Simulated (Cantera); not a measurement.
Input: 1 mol Ti(NMe₂)₄, 0.065 mol O₂, 41 mol H₂, equilibrated at 4.80 Torr.

Equilibrium computed with Cantera from the NASA thermochemical tables; the gas is ideal and each condensed phase is pure. Candidate condensed phases: C, C₆H₆, C₇H₈, C₈H₁₈, H₂O, Ti, TiC, TiN, TiO, TiO₂, Ti₂O₃, Ti₃O₅, Ti₄O₇; 139 gas species. The feed counts by its element totals alone. TiC: taken at fixed stoichiometry. The numbers say what is thermodynamically allowed, not how fast it happens. All values below are at 1500 °C.

Base state: H₂ 0.957, N₂ 0.0357, H 0.00348, CO 0.00235, HCN 0.000993, C₂H₂ (acetylene) 0.000134, HNC 3.54e-5 (mole fractions); condensed: C(graphite) + TiC(s).

Question: What changes in the equilibrium state with this change: O₂ from 0.065 to 0.38 mol?

Answer: 
```json
[
 {"species": "H₂", "before": "0.957", "after": "0.946"},
 {"species": "N₂", "before": "0.0357", "after": "0.0353"},
 {"species": "CO", "before": "0.00235", "after": "0.0136"},
 {"species": "C₂H₂ (acetylene)", "before": "0.000134", "after": "0.000133"},
 {"species": "HNC", "before": "3.54e-5", "after": "3.50e-5"},
 {"species": "HCN", "before": "0.000993", "after": "0.000982"},
 {"species": "H", "before": "0.00348", "after": "0.00346"},
 {"species": "C(graphite), mol", "before": "6.80", "after": "6.17"},
 {"species": "TiC(s), mol", "before": "1.00", "after": "1.00"}
]
```

Question: What changes in the equilibrium state with this change: pressure from 4.80 Torr to 0.0900 Torr?

Answer: 
```
species             before     after
----------------  --------  --------
H₂                   0.957     0.936
N₂                  0.0357    0.0353
H                  0.00348    0.0251
C₂H₂ (acetylene)  0.000134  0.000131
HNC                3.54e-5   3.49e-5
HCN               0.000993  0.000977
C(graphite), mol      6.80      6.80
TiC(s), mol           1.00     1.000
```
